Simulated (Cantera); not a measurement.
**Ammonia decomposition in nitride growth gas**

An isothermal, constant-pressure homogeneous reactor starts with 6.67 % NH₃, 93.3 % N₂, at 2150 K and 24.0 Torr.

Model: the gas-phase N/H chemistry of the illustrative SiF4/NH3 mechanism in the Surface Chemkin manual (1991), integrated in Cantera. Walls and surfaces, which speed up NH3 decomposition in real reactors, are not modelled.

| t (s) | x NH₃ | x N₂H₄ | x N₂H₂ | x NH | x NH₂ |
|---|---|---|---|---|---|
| 9.00e-6 | 0.0667 | <1e-12 | <1e-12 | 1.46e-11 | 1.15e-6 |
| 3.21e-5 | 0.0667 | <1e-12 | 1.11e-11 | 5.06e-10 | 5.23e-6 |
| 0.000115 | 0.0666 | 2.28e-12 | 2.94e-10 | 1.12e-8 | 2.20e-5 |
| 0.000408 | 0.0666 | 3.22e-11 | 5.28e-9 | 1.91e-7 | 8.22e-5 |
| 0.00146 | 0.0664 | 4.04e-10 | 9.89e-8 | 2.42e-6 | 0.000290 |
| 0.00520 | 0.0652 | 3.10e-9 | 1.02e-6 | 1.20e-5 | 0.000804 |
| 0.0185 | 0.0593 | 2.48e-9 | 1.32e-6 | 2.20e-5 | 0.000720 |
| 0.0661 | 0.0427 | 9.31e-10 | 7.78e-7 | 2.42e-5 | 0.000441 |
| 0.236 | 0.0155 | 1.64e-10 | 2.09e-7 | 1.69e-5 | 0.000185 |
| 0.841 | 0.000833 | 2.26e-12 | 6.42e-9 | 4.88e-6 | 2.17e-5 |
| 3.00 | 8.76e-7 | <1e-12 | <1e-12 | 1.27e-7 | 1.13e-7 |
x: mole fraction; the columns are a selection and need not sum to one.

Equilibrium at this temperature and pressure: NH₃ 1.30e-8, N₂H₄ <1e-12, N₂H₂ <1e-12, NH 6.67e-9, NH₂ 3.15e-9 (gas phase only).
